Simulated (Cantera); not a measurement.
A jet of H₂ : O₂ : N₂ = 0.011 : 0.11 : 0.79 (molar parts) at 300 K and 0.280 bar hits a platinum plate 6.7 cm away at a mass flux of 0.039 kg/m²/s; the plate temperature is set and raised in steps from an oxygen-covered start.

Model: Deutschmann's 1995 Pt surface mechanism with GRI-Mech 3.0 gas chemistry, integrated in Cantera. Catalytic surfaces can have several steady states; this one follows from the mechanism file's or the stated starting coverage.

x: mole fraction at the wall; θ: surface coverage.

```csv
plate T (K),wall x H₂,wall x O₂,wall x H₂O,wall x OH,θ free Pt,θ O*,θ OH*
700,___,0.109,0.0215,<1e-8,0.0208,0.977,0.00218
750,___,0.109,0.0219,<1e-8,0.0343,0.964,0.00203
800,___,0.108,0.0222,<1e-8,0.0605,0.937,0.00201
850,___,0.108,0.0223,<1e-8,0.0990,0.899,0.00196
900,___,0.108,0.0223,2.20e-8,0.147,0.851,0.00186
950,___,0.108,0.0223,5.93e-8,0.202,0.796,0.00172
1000,___,0.108,0.0223,1.48e-7,0.262,0.737,0.00156
1050,___,0.108,0.0221,4.06e-7,0.323,0.676,0.00140
```

Q: What belongs in the gaps?

A: 
- 700, wall x H₂: 0.000784
- 750, wall x H₂: 0.000504
- 800, wall x H₂: 0.000304
- 850, wall x H₂: 0.000191
- 900, wall x H₂: 0.000134
- 950, wall x H₂: 0.000101
- 1000, wall x H₂: 8.06e-5
- 1050, wall x H₂: 5.85e-5
